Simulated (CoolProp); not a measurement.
Vapour-liquid equilibrium of R143a (1) + n-butane (2) at 251.8 K; x and y are mole fractions of (1).

Computed with CoolProp (multi-fluid Helmholtz-energy mixture model, Lemmon and Jacobsen 2000 and Bücker 2006; pair parameters Bell 2016).

```csv
x,bubble pressure (MPa),y at the bubble point,dew pressure at overall composition x (MPa),liquid density (mol/L)
0.05,0.1002,0.584,0.04475,10.79
0.125,0.1583,0.745,0.04855,10.90
0.2,0.1937,0.799,0.05305,11.02
0.275,0.2154,0.824,0.05846,11.14
0.35,0.2291,0.839,0.06508,11.27
0.425,0.2387,0.850,0.07337,11.41
0.5,0.2462,0.859,0.08405,11.56
0.575,0.2531,0.868,0.09829,11.72
0.65,0.2602,0.879,0.1182,11.89
0.725,0.2679,0.892,0.1478,12.09
0.8,0.2763,0.910,0.1948,12.30
0.875,0.2853,0.935,0.2579,12.54
0.95,0.2944,0.970,0.2896,12.81
```

No azeotrope shows between x = 0.05 and 0.95.

The pair parameters rest on a limited set of measurements; away from them the model extrapolates. With so large a gap from Raoult's law the liquid may split in two, which this calculation doesn't test in full.
